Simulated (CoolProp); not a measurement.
Properties of ethane along the isobar 101 kPa (Tc = 32.2 °C, pc = 4872 kPa, ω = 0.099).

Computed with CoolProp (reference Helmholtz-energy equation of state, Bücker 2006).

| T (°C) | phase | cv (kJ/(kg K)) | speed of sound (m/s) | Prandtl number |
|---|---|---|---|---|
| -64.95 | gas | 1.169 | 263.1 | 0.854 |
| -27.85 | gas | 1.278 | (withheld) | 0.817 |
| 9.25 | gas | 1.410 | 303.8 | 0.792 |
| 46.35 | gas | 1.558 | (withheld) | 0.773 |
| 83.35 | gas | 1.714 | 337.3 | 0.757 |
| 120.45 | gas | 1.873 | 352.7 | 0.743 |
| 157.55 | gas | 2.031 | 367.3 | 0.731 |
| 194.65 | gas | (withheld) | 381.3 | 0.721 |

Question: What belongs in the gaps?

Answer: 
- -27.85, speed of sound (m/s): 284.7
- 46.35, speed of sound (m/s): 321.2
- 194.65, cv (kJ/(kg K)): 2.186

Viscosity comes from a separate model (Friend 1991). Thermal conductivity comes from a separate model (Friend 1991).
